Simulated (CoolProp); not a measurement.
Aqueous lithium chloride as a coolant, 10 % by mass, freezing at -12.2 °C, 1 atm.

Model: Melinder's fits for secondary coolants, in CoolProp.

```
T (°C)  conductivity (W/(m K))  viscosity (mPa s)  Prandtl number  density (kg/m³)
------  ----------------------  -----------------  --------------  ---------------
-5.6                     0.534               2.91            19.7             1060
2.7                      0.547               2.22            14.7             1059
11                       0.560               1.76            11.5             1058
19.2                     0.572               1.44            9.22             1056
27.5                     0.585               1.20            7.54             1054
35.8                     0.597               1.01            6.24             1051
```
